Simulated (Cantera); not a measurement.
A Cantera script and what it prints.

```python
import numpy as np
import cantera as ct

gas_names = """
    C2H6 C6H6
""".split()
cond_names = """
    TaC(s) TaC(L) Ta(cr) Ta(L)
""".split()


# ... load() reads the species with a 1 bar reference pressure and builds the phases ...
species = {s.name: s for s in load("nasa_gas.yaml", gas_names) + load("nasa_condensed.yaml", cond_names)}
# Each term lists the table entries of one substance; the one whose range holds T is used.
reactions = {
    'C2H6(g) + 4 TaC = C6H6(g) + 4 Ta':
        [(-1, ['C2H6']), (-4, ['TaC(s)', 'TaC(L)']), (1, ['C6H6']), (4, ['Ta(cr)', 'Ta(L)'])],
}


def pick(names, T):
    return next(species[n] for n in names if species[n].thermo.min_temp <= T <= species[n].thermo.max_temp)


results = []
for label, terms in reactions.items():
    print(label)
    print("     T/K   dH/kJ  dS/(J/K)   dG/kJ   log10 K")
    for T in [300, 1775, 1825, 1875, 1925, 1975, 2025, 2075]:
        used = [(nu, pick(names, T)) for nu, names in terms]
        dH = sum(nu * s.thermo.h(T) for nu, s in used) / 1e6
        dS = sum(nu * s.thermo.s(T) for nu, s in used) / 1e3
        dG = dH - T * dS / 1e3
        logK = -dG * 1e6 / (ct.gas_constant * T * np.log(10))
        results.append((label, T, dH, dS, dG, logK, [s.name for _, s in used]))
        print(f"{T:8g} {dH:8.1f} {dS:8.1f} {dG:8.1f} {logK:8.2f}")
```

Output:

```
C2H6(g) + 4 TaC = C6H6(g) + 4 Ta
     T/K   dH/kJ  dS/(J/K)   dG/kJ   log10 K
     300    743.1     36.2    732.2  -127.49
    1775    731.6     19.9    696.2   -20.49
    1825    731.1     19.7    695.2   -19.90
    1875    730.5     19.3    694.2   -19.34
    1925    729.9     19.0    693.3   -18.81
    1975    729.3     18.7    692.3   -18.31
    2025    728.7     18.4    691.4   -17.83
    2075    728.0     18.1    690.5   -17.38
```

Cantera with NASA thermochemical tables; ideal gases at 1 bar, condensed phases pure. TaC: taken at fixed stoichiometry. Condensed species are held in their standard states even where they would react or evaporate.
